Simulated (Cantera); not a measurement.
Input: 1 mol Ta2O5, 11 mol H2, 1.6 mol H2O, equilibrated at 2173.15 K and 45.0 Pa.

These are equilibrium values from Cantera (NASA tables, ideal gas, pure condensed phases), not measurements of a reactor. Candidate condensed phases: H2O, Ta, Ta2O5; 12 gas species. Equilibrium is a limit: real reactors are often held back by kinetics, nucleation or transport.

Base state: H2 0.690, H 0.189, H2O 0.111, TaO2 0.00460, OH 0.00409, O 0.000786, O2 5.36e-5, TaO 1.98e-5 (mole fractions); condensed: Ta2O5(l).

Problem. What changes in the equilibrium state with this change: Ta2O5 replaced by Cu2O?

Solution. 
```
species          before     after
-------------  --------  --------
H2                0.690     0.545
H                 0.189     0.168
H2O               0.111     0.154
Cu                    0     0.125
TaO2            0.00460         0
TaO             1.98e-5         0
O2              5.36e-5  0.000165
O              0.000786   0.00138
OH              0.00409   0.00637
Ta2O5(l), mol     0.968         0
```
Further candidate phases: Cu, CuO, Cu(OH)2, Cu2O.
